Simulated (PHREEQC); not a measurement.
**Leach liquor**

Make-up at 20 °C: 12 mmol/kgw HCl, 0.042 mmol/kgw ZnSO4 and 160 mmol/kgw NiSO4. Closed to the air; pH follows from the charge balance.

Computed with PHREEQC (ion-association model, wateq4f.dat).

This is a speciation only: nothing precipitates in the calculation.

**Question.** Predict the pH, ionic strength.

**Answer.** pH 2.48; ionic strength 0.329 mol/kgw.

**Question.** In which forms is Cl present?

**Answer.** Cl- 95 %, NiCl+ 5.2 % of the Cl.
